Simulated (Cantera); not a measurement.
A diamond (100) surface in a fixed gas of H2 with x(CH4) = 0.016, x(H) = 0.00038, x(CH3) = 0.00069, 0.250 bar; coverages are run to steady state.

Computed with Cantera and the Harris–Goodwin 1993 mechanism for the reconstructed diamond (100) surface.

θ: site fractions in the mechanism's names (c6HH fully hydrogenated, c6H* and c6*H radical sites, c6** diradical, c6HM methylated).

```tsv
T (K)	growth (µm/h)	θ c6HH	θ c6H*	θ c6*H	θ c6**	θ c6HM
950	(withheld)	0.282	0.00585	0.139	0.00176	0.438
1025	37.7	0.320	0.0105	0.200	0.00350	0.332
1100	38.9	0.391	0.0187	0.296	0.00660	0.188
1175	(withheld)	0.458	0.0294	0.395	0.0105	0.0620
1250	(withheld)	0.479	0.0375	0.437	0.0130	0.0144
1325	(withheld)	0.487	0.0431	0.442	0.0142	0.00316
1400	(withheld)	0.502	0.0470	0.430	0.0147	0.000722
```

Problem. Complete the blanks.

Solution. 
- 950, growth (µm/h): 25.5
- 1175, growth (µm/h): 23.9
- 1250, growth (µm/h): 13.1
- 1325, growth (µm/h): 9.25
- 1400, growth (µm/h): 6.12
